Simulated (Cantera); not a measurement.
## Ignition delay

Mixture: 6.28 % CH4, 19.6 % O2, 74.1 % N2, at 2.07 atm, adiabatic and at constant pressure. Ignition delay is the time to a rise of 400 K.

Model: GRI-Mech 3.0 (53 species, 325 reactions), integrated in Cantera.

```json
[
 {"T0 (K)": "1225", "delay (ms)": "13.4"},
 {"T0 (K)": "1325", "delay (ms)": "3.78"},
 {"T0 (K)": "1425", "delay (ms)": "1.21"},
 {"T0 (K)": "1525", "delay (ms)": "0.446"},
 {"T0 (K)": "1625", "delay (ms)": "0.189"},
 {"T0 (K)": "1725", "delay (ms)": "0.0908"},
 {"T0 (K)": "1825", "delay (ms)": "0.0484"}
]
```

The apparent activation energy between 1625 and 1825 K comes out as 170 kJ/mol.
